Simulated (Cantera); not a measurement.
A closed system holds: 1 mol C2H6, 1.5 mol H2O, 75 mol H2, held at 1725 K and 1.33 mbar.

Method: chemical equilibrium by Gibbs-energy minimisation in Cantera with the NASA 1993 tables (ideal gas, pure condensed phases). Candidate condensed phases: C, C6H6, C7H8, C8H18, H2O; 110 gas species. Equilibrium is a limit: real reactors are often held back by kinetics, nucleation or transport.

Base state: H2 0.976, CO 0.0185, H 0.00503, C2H2 (acetylene) 9.00e-5 (mole fractions); condensed: C(graphite).

What changes in the equilibrium state with this change: C2H6 replaced by C3H8?


| species | before | after |
|---|---|---|
| H2 | 0.976 | 0.977 |
| CO | 0.0185 | 0.0182 |
| H | 0.00503 | 0.00503 |
| C2H2 (acetylene) | 9.00e-5 | 9.00e-5 |
| C(graphite), mol | 0.485 | 1.49 |
